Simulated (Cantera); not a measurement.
A Cantera script and what it prints.

```python
import numpy as np
import cantera as ct

gas_names = """
    CL CL2 H HCL H2 N NH NH2 NH3 N2 N2H2 N2H4 Si SiCL SiCL2 SiCL3 SiCL4 SiH SiHCL3 SiH2 SiH2CL2 SiH3
    SiH3CL SiH4 SiN Si2 Si2N Si3
""".split()
cond_names = """
    NH4CL(a) NH4CL(b) Si(cr) Si(L) Si3N4(a)
""".split()


# ... load() reads the species with a 1 bar reference pressure and builds the phases ...
atoms = {
    'Si': {'Si': 1},
    'HCl': {'H': 1, 'CL': 1},
    'N2': {'N': 2},
}
top_T = {'Si3N4(a)': 2400}  # K; cautious upper limits of use, not melting points


# ... equilibrate(T, P, feed) seeds the gas with the atoms and calls Mixture.equilibrate('TP', solver="vcs", rtol=1e-11, max_steps=5000) ...
results = []
feed = {'Si': 1, 'HCl': 1.9, 'N2': 0.69}  # mol
P = 16000  # Pa
for T in [600, 650, 700, 750, 800, 850, 900, 950, 1000, 1050, 1100, 1150, 1200, 1250]:
    mix = equilibrate(T, P, feed)
    results.append((T, P, feed, dict(zip(mix.species_names, mix.species_moles))))

top = {s: max(r[3][s] / sum(r[3][g] for g in gas_names) for r in results) for s in gas_names}
cols = sorted((s for s in top if top[s] > 1e-06), key=lambda s: -top[s])[:9]
seen = [c for c in cond_names if any(r[3].get(c, 0) > 1e-12 for r in results)]
print("log10 of partial pressures in bar; condensed amounts in mol")
print(f"{'T/K':>10s}" + "".join(f"{s[:9]:>10s}" for s in cols + seen))
for T, P, feed, n in results:
    ng = sum(n[g] for g in gas_names)
    print(f"{T:10.4g}" + "".join(f"{np.log10(max(n[s] / ng * P / 1e5, 1e-99)):10.3f}" for s in cols)
          + "".join(f"{n.get(c, 0):10.4g}" for c in seen))
```

Output:

```
log10 of partial pressures in bar; condensed amounts in mol
       T/K       HCL        H2     SiCL4        N2     SiCL3    SiHCL3       NH3     SiCL2   SiH2CL2  Si3N4(a)
       600    -1.420    -1.185    -1.485    -1.623   -10.717    -5.811    -3.970   -16.801   -11.437    0.2106
       650    -1.370    -1.202    -1.502    -1.638    -9.602    -5.424    -4.349   -14.893   -10.582    0.2151
       700    -1.330    -1.217    -1.518    -1.652    -8.648    -5.095    -4.680   -13.259    -9.853     0.219
       750    -1.298    -1.232    -1.533    -1.665    -7.822    -4.811    -4.972   -11.846    -9.224    0.2225
       800    -1.271    -1.245    -1.546    -1.677    -7.102    -4.565    -5.231   -10.611    -8.675    0.2257
       850    -1.248    -1.257    -1.559    -1.688    -6.467    -4.348    -5.461    -9.524    -8.194    0.2285
       900    -1.228    -1.269    -1.570    -1.698    -5.904    -4.157    -5.669    -8.559    -7.767     0.231
       950    -1.212    -1.279    -1.581    -1.707    -5.401    -3.987    -5.856    -7.697    -7.386    0.2332
      1000    -1.197    -1.288    -1.591    -1.716    -4.949    -3.834    -6.025    -6.923    -7.044    0.2352
      1050    -1.185    -1.297    -1.600    -1.723    -4.542    -3.697    -6.180    -6.225    -6.736    0.2369
      1100    -1.174    -1.306    -1.610    -1.730    -4.173    -3.573    -6.321    -5.592    -6.457    0.2385
      1150    -1.164    -1.313    -1.619    -1.735    -3.837    -3.461    -6.450    -5.015    -6.203    0.2398
      1200    -1.156    -1.320    -1.630    -1.740    -3.531    -3.359    -6.569    -4.489    -5.972    0.2409
      1250    -1.149    -1.327    -1.642    -1.744    -3.252    -3.269    -6.679    -4.008    -5.761    0.2415
```

Equilibrium computed with Cantera from the NASA thermochemical tables; the gas is ideal and each condensed phase is pure. N2 is the only nitrogen source here; it is nearly inert below about 1500 K, so the nitride shown seldom forms there in practice. The tables' values for SiCl3 are old estimates; treat these amounts as uncertain.
